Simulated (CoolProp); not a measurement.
Computed with CoolProp (reference Helmholtz-energy equation of state, Thol 2019).

Q: Give the vapour pressure (kPa), liquid cp (kJ/(kg K)), surface tension (mN/m) of saturated tetradecamethylhexasiloxane (MD4M) at 545, 581.4 K.

A: 
```csv
T (K),p (kPa),liquid cp (kJ/(kg K)),surface tension (mN/m)
545,131,2.23,3.72
581.4,264,2.32,2.15
```

Surface tension comes from a separate correlation (Mulero 2014), older than this fluid's equation and unchecked against measurements.
